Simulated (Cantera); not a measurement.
Cantera run, input and output.

```python
import numpy as np
import cantera as ct

gas = ct.Solution("gri30.yaml")
gas.TPX = 1398, 2500, {'N2O': 1, 'N2': 1}
reactor = ct.IdealGasConstPressureReactor(gas, energy="off", clone=False)
net = ct.ReactorNet([reactor])
net.rtol, net.atol = 1e-08, 1e-18
show = ['N2O', 'O2', 'NO2', 'NO', 'N2', 'O']
times = np.geomspace(0.0001, 3, 11)

steps = ct.SolutionArray(gas, extra=["t"])
rows = []
print(f"{'t/s':>10s}{'T/K':>9s}{'P/Pa':>11s}" + "".join(f"{s:>11s}" for s in show))
for t in times:
    while net.time < t:
        t_next = net.step()
        steps.append(gas.state, t=t_next)
    rows.append([np.interp(t, steps.t, y) for y in (steps.T, steps.P, *steps(*show).X.T)])
    print(f"{t:10.3e}{rows[-1][0]:9.1f}{rows[-1][1]:11.4g}" + "".join(f"{x:11.3e}" for x in rows[-1][2:]))
rate = np.gradient(steps.T, steps.t)
print("integrator steps:", len(steps.t))
if steps.T.max() > steps.T[0] + 200:
    print(f"time of steepest temperature rise: {steps.t[rate.argmax()]:.4e} s")
gas.TPX = 1398, 2500, {'N2O': 1, 'N2': 1}
gas.equilibrate("TP")
print(f"equilibrium (TP): T = {gas.T:.1f} K  " + "  ".join(f"{s} {gas[s].X[0]:.3e}" for s in show))
```

Result:

```
       t/s      T/K       P/Pa        N2O         O2        NO2         NO         N2          O
 1.000e-04   1398.0       2500  5.000e-01  1.300e-06  2.412e-14  6.340e-07  5.000e-01  7.949e-06
 2.804e-04   1398.0       2500  4.999e-01  8.337e-06  9.941e-13  4.066e-06  5.000e-01  1.645e-05
 7.860e-04   1398.0       2500  4.998e-01  4.132e-05  2.430e-11  2.016e-05  5.001e-01  2.377e-05
 2.204e-03   1398.0       2500  4.995e-01  1.493e-04  3.138e-10  7.281e-05  5.003e-01  2.501e-05
 6.178e-03   1398.0       2500  4.986e-01  4.542e-04  2.824e-09  2.215e-04  5.007e-01  2.501e-05
 1.732e-02   1398.0       2500  4.959e-01  1.305e-03  2.160e-08  6.367e-04  5.021e-01  2.501e-05
 4.856e-02   1398.0       2500  4.886e-01  3.663e-03  1.395e-07  1.787e-03  5.060e-01  2.501e-05
 1.361e-01   1398.0       2500  4.687e-01  1.005e-02  6.809e-07  4.903e-03  5.163e-01  2.500e-05
 3.817e-01   1398.0       2500  4.179e-01  2.639e-02  2.386e-06  1.286e-02  5.428e-01  2.498e-05
 1.070e+00   1398.0       2500  3.064e-01  6.224e-02  6.718e-06  3.032e-02  6.010e-01  2.490e-05
 3.000e+00   1398.0       2500  1.362e-01  1.171e-01  1.485e-05  5.688e-02  6.899e-01  2.454e-05
integrator steps: 677
equilibrium (TP): T = 1398.0 K  N2O 7.157e-09  O2 1.996e-01  NO2 8.130e-07  NO 7.073e-04  N2 7.996e-01  O 2.609e-06
```

Detailed kinetics in Cantera: GRI-Mech 3.0 (53 species, 325 reactions). GRI-Mech 3.0 was tuned for natural gas; its chemistry of N2O as a main component is partial and can be far from experiment. Radical loss at walls, strong at low pressure, is not modelled. The mechanism lacks the step 2 NO + O2 → 2 NO2, which can matter for NO2 below about 1400 K. The temperature is held fixed by assumption; the heat of reaction is taken as removed at once.
